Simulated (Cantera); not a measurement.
A freely propagating, adiabatic, planar premixed flame of H₂ : O₂ : N₂ = 1 : 0.2 : 0.752 (molar parts), equivalence ratio 2.5, unburnt at 350 K and 0.987 atm; mixture-averaged transport, grid criteria slope 0.08 and curve 0.16, no radiation.

Detailed kinetics in Cantera: the H2/O2 subset of GRI-Mech 3.0, which has no nitrogen chemistry. Burning velocities carry a grid error of a few per cent, more on coarse grids.

Problem. What does this change do: 0.042 parts H2O added?

Solution. 
| quantity | before | after |
|---|---|---|
| laminar burning velocity | 339 cm/s | 323 cm/s |
| thermal thickness | 0.371 mm | 0.360 mm |
| peak x(HO₂) | 0.000408 | 0.000432 |
| peak x(H₂O₂) | 6.65e-5 | 6.81e-5 |
| peak x(OH) | 0.00153 | 0.00147 |

Problem. What does this change do: N2 0.752 to 0.95 parts?

Solution. 
```tsv
quantity	before	after
laminar burning velocity	339 cm/s	269 cm/s
thermal thickness	0.371 mm	0.384 mm
peak x(HO₂)	0.000408	0.000361
peak x(H₂O₂)	6.65e-5	6.12e-5
peak x(OH)	0.00153	0.00106
```
